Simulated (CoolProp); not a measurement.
A single-stage vapour-compression cycle with the fluoroketone C6F12O (FK-5-1-12): evaporating at 320.15 K (dew point), condensing at 342.15 K (bubble point), superheat 0 K, subcooling 2 K, compressor efficiency 0.75, no pressure losses. Each further row changes one setting.

Model: reference Helmholtz-energy equation of state, McLinden 2015, in CoolProp.

```tsv
case	cooling COP	pressure ratio	discharge temperature (K)	refrigerating effect (kJ/kg)	volumetric capacity (kJ/m³)
as stated	9.30	2.05	342.2	65.9	787
evaporating temperature 325.15 K	12.8	?	342.2	70.1	987
condensing temperature 337.15 K	?	?	337.1	71.6	854
subcooling 7 K	10.1	2.05	342.2	71.6	854
superheat 10 K	9.71	2.05	342.2	?	860
compressor efficiency 0.65	8.06	2.05	342.2	65.9	787
```

Question: What belongs in the gaps?

Answer: 
- evaporating temperature 325.15 K, pressure ratio: 1.72
- condensing temperature 337.15 K, cooling COP: 12.6
- condensing temperature 337.15 K, pressure ratio: 1.76
- superheat 10 K, refrigerating effect (kJ/kg): 74.9

The compression ends wet for: as stated; evaporating temperature 325.15 K; condensing temperature 337.15 K; subcooling 7 K; superheat 10 K; compressor efficiency 0.65.
